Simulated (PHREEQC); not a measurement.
# Sulfide liquor

Dissolve 22 mmol/kgw H2S and 0.35 mmol/kgw NaOH at 45 °C. Closed to the air; pH follows from the charge balance.

Equilibrium calculation in PHREEQC: ion-association model, wateq4f.dat.

No solid was allowed to form.

Problem. Estimate the pH, ionic strength.

Solution. pH 4.94; ionic strength 0.000362 mol/kgw.

Problem. In which forms is S present?

Solution. H2S 98 %, HS- 1.6 % of the S.

Constants without temperature data keep their 25 °C values here. The polysulfide entries of wateq4f.dat were taken out for this run.
